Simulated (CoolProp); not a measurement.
Vapour-liquid equilibrium of toluene (1) + n-octane (2) at 107.85 °C; x and y are mole fractions of (1).

Model: multi-fluid Helmholtz-energy mixture model, Lemmon 2006 and Beckmüller 2019; pair parameters Bell 2016, in CoolProp.

Task: Give the bubble pressure and the first vapour's composition at x = 0.425, 0.575, 0.875. Is there an azeotrope?

Result: x = 0.425: 80.48 kPa, y = 0.545; x = 0.575: 85.32 kPa, y = 0.668; x = 0.875: 92.05 kPa, y = 0.895. No azeotrope shows between x = 0.05 and 0.95.

The pair parameters rest on a limited set of measurements; away from them the model extrapolates.
